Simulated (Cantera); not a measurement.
An isothermal, constant-pressure homogeneous reactor starts with 2.15 % CH4, 97.6 % H2, 0.205 % N2, at 2150 K and 0.0188 atm.

Cantera simulation using GRI-Mech 3.0 (53 species, 325 reactions); the numbers are that mechanism's predictions, not measurements. GRI-Mech 3.0 stops at C3 and has no aromatics, soot or wall deposition, so with more carbon than oxygen in the feed, carbon stays in small species such as C2H2 where larger ones or solid carbon would form. Radical loss at walls, strong at low pressure, is not modelled.

x: mole fraction; the columns are a selection and need not sum to one.

```csv
t (s),x CH4,x H2,x CH2,x H,x C2H
1.00e-5,0.0215,0.976,2.07e-10,1.81e-5,<1e-12
2.42e-5,0.0215,0.976,1.27e-9,4.77e-5,<1e-12
5.88e-5,0.0214,0.976,8.12e-9,0.000123,<1e-12
0.000143,0.0213,0.976,5.22e-8,0.000307,<1e-12
0.000346,0.0211,0.976,3.17e-7,0.000751,4.02e-12
0.000838,0.0207,0.975,1.78e-6,0.00182,3.38e-10
0.00203,0.0194,0.972,8.60e-6,0.00430,___
0.00492,0.0152,0.970,2.53e-5,0.00872,___
0.0119,0.00726,0.970,2.64e-5,0.0125,___
0.0289,0.00214,0.971,1.38e-5,0.0156,___
0.0702,0.000522,0.968,5.30e-6,0.0190,___
0.170,0.000130,0.965,1.89e-6,0.0225,___
0.412,3.52e-5,0.961,7.12e-7,0.0263,___
1.00,1.43e-5,0.958,3.63e-7,0.0293,___
```

Task: Fill in the missing entries.

Result: 
- 0.00203, x C2H: 1.95e-8
- 0.00492, x C2H: 4.47e-7
- 0.0119, x C2H: 2.29e-6
- 0.0289, x C2H: 4.36e-6
- 0.0702, x C2H: 5.91e-6
- 0.170, x C2H: 7.20e-6
- 0.412, x C2H: 8.48e-6
- 1.00, x C2H: 9.49e-6
